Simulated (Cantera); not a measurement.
Charge: 1 mol Al, 0.26 mol O₂, 5.3 mol H₂, at 1025 °C and 97.5 Torr.

Equilibrium computed with Cantera from the NASA thermochemical tables; the gas is ideal and each condensed phase is pure. Candidate condensed phases: Al, Al₂O₃, H₂O; 19 gas species. Mutual solubility and eutectic melting of coexisting phases are not modelled. Rates play no part.

Problem. What is the equilibrium state?

Solution. 
```
Item            Result
-----------  ---------
x(H₂)            1.000
x(H)           2.98e-6
x(AlH)         2.32e-6
x(Al)          2.15e-6
n(Al(l))     0.653 mol
n(Al₂O₃(s))  0.173 mol
gas amount   5.300 mol
```
